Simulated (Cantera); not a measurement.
What does this Cantera script print?

```python
import numpy as np
import cantera as ct

gas = ct.Solution("gri30.yaml")
gas.TPX = 1325, 101325, {'CH4': 1, 'CO2': 0.77}
reactor = ct.IdealGasConstPressureReactor(gas, energy="off", clone=False)
net = ct.ReactorNet([reactor])
net.rtol, net.atol = 1e-08, 1e-18
show = ['CH4', 'CO2', 'HO2', 'HCO', 'CH3']
times = np.geomspace(2e-05, 2, 14)

steps = ct.SolutionArray(gas, extra=["t"])
rows = []
print(f"{'t/s':>10s}{'T/K':>9s}{'P/Pa':>11s}" + "".join(f"{s:>11s}" for s in show))
for t in times:
    while net.time < t:
        t_next = net.step()
        steps.append(gas.state, t=t_next)
    rows.append([np.interp(t, steps.t, y) for y in (steps.T, steps.P, *steps(*show).X.T)])
    print(f"{t:10.3e}{rows[-1][0]:9.1f}{rows[-1][1]:11.4g}" + "".join(f"{x:11.3e}" for x in rows[-1][2:]))
rate = np.gradient(steps.T, steps.t)
print("integrator steps:", len(steps.t))
if steps.T.max() > steps.T[0] + 200:
    print(f"time of steepest temperature rise: {steps.t[rate.argmax()]:.4e} s")
gas.TPX = 1325, 101325, {'CH4': 1, 'CO2': 0.77}
gas.equilibrate("TP")
print(f"equilibrium (TP): T = {gas.T:.1f} K  " + "  ".join(f"{s} {gas[s].X[0]:.3e}" for s in show))
```

Output:

```
       t/s      T/K       P/Pa        CH4        CO2        HO2        HCO        CH3
 2.000e-05   1325.0  1.013e+05  5.650e-01  4.350e-01  4.629e-21  2.832e-20  2.156e-07
 4.849e-05   1325.0  1.013e+05  5.650e-01  4.350e-01  9.624e-21  1.160e-19  5.235e-07
 1.176e-04   1325.0  1.013e+05  5.650e-01  4.350e-01  1.639e-20  1.683e-18  1.266e-06
 2.850e-04   1325.0  1.013e+05  5.650e-01  4.350e-01  2.020e-20  4.673e-17  3.008e-06
 6.910e-04   1325.0  1.013e+05  5.650e-01  4.350e-01  1.936e-20  1.219e-15  6.542e-06
 1.675e-03   1325.0  1.013e+05  5.650e-01  4.350e-01  1.860e-20  1.588e-14  1.044e-05
 4.062e-03   1325.0  1.013e+05  5.649e-01  4.350e-01  1.890e-20  7.450e-14  1.162e-05
 9.848e-03   1325.0  1.013e+05  5.649e-01  4.350e-01  1.999e-20  2.348e-13  1.247e-05
 2.388e-02   1325.0  1.013e+05  5.647e-01  4.350e-01  2.319e-20  6.922e-13  1.426e-05
 5.789e-02   1325.0  1.013e+05  5.642e-01  4.350e-01  3.338e-20  1.888e-12  1.749e-05
 1.403e-01   1325.0  1.013e+05  5.630e-01  4.349e-01  6.717e-20  3.825e-12  2.177e-05
 3.403e-01   1325.0  1.013e+05  5.596e-01  4.342e-01  1.761e-19  5.103e-12  2.437e-05
 8.249e-01   1325.0  1.013e+05  5.504e-01  4.317e-01  5.023e-19  5.057e-12  2.378e-05
 2.000e+00   1325.0  1.013e+05  5.286e-01  4.240e-01  1.438e-18  4.987e-12  2.169e-05
integrator steps: 1094
equilibrium (TP): T = 1325.0 K  CH4 6.618e-02  CO2 1.851e-05  HO2 8.974e-26  HCO 1.864e-09  CH3 3.123e-06
```

Cantera simulation using GRI-Mech 3.0 (53 species, 325 reactions); the numbers are that mechanism's predictions, not measurements.
